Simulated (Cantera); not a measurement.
A freely propagating, adiabatic, planar premixed flame of H₂ : O₂ : N₂ = 1 : 0.909 : 3.42 (molar parts), equivalence ratio 0.55, unburnt at 573 K and 3.70 bar; mixture-averaged transport, grid criteria slope 0.08 and curve 0.16, no radiation.

Detailed kinetics in Cantera: the H2/O2 subset of GRI-Mech 3.0, which has no nitrogen chemistry. The hydrogen kinetics of GRI-Mech 3.0 are dated; newer H2 mechanisms differ, most at raised pressure. Burning velocities carry a grid error of a few per cent, more on coarse grids. Lean hydrogen flames are cellular in practice and burn faster than this planar one.

Task: What does this change do: 0.39 parts H2O added?

Result: 
```
quantity                     before     after
------------------------  ---------  --------
laminar burning velocity   195 cm/s  108 cm/s
thermal thickness         0.0914 mm  0.113 mm
peak x(OH)                  0.00730   0.00472
peak x(HO₂)                0.000625  0.000602
peak x(H)                   0.00481   0.00192
```
